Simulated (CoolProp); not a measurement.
Ethylene along the isotherm -130.75 °C: fugacity coefficient from the reference equation and from simpler models built on Tc = 9.2 °C, pc = 5.042 MPa, ω = 0.087; each cubic takes its own stable root.

Values from CoolProp's reference Helmholtz-energy equation of state, Smukala 2000.

| p (MPa) | phase | reference | van der Waals | Peng-Robinson |
|---|---|---|---|---|
| 4.58 | liquid | 0.003796 | 0.04050 | 0.003959 |
| 9.17 | liquid | 0.002266 | … | 0.002331 |
| 13.8 | liquid | 0.001801 | 0.02310 | … |
| 18.3 | liquid | … | 0.02261 | 0.001616 |
| 22.9 | liquid | 0.001540 | 0.02353 | 0.001520 |
| 27.5 | liquid | 0.001528 | 0.02548 | 0.001488 |
| 32.1 | liquid | 0.001559 | 0.02834 | 0.001498 |
| 36.7 | liquid | 0.001623 | 0.03214 | 0.001540 |
| 41.3 | liquid | 0.001715 | 0.03697 | 0.001606 |
| 45.8 | liquid | 0.001831 | … | 0.001694 |
| 50.4 | liquid | 0.001976 | 0.05032 | 0.001806 |

Question: Complete the blanks.

Answer: 
- 9.17, van der Waals: 0.02652
- 13.8, Peng-Robinson: 0.001827
- 18.3, reference: 0.001615
- 45.8, van der Waals: 0.04287
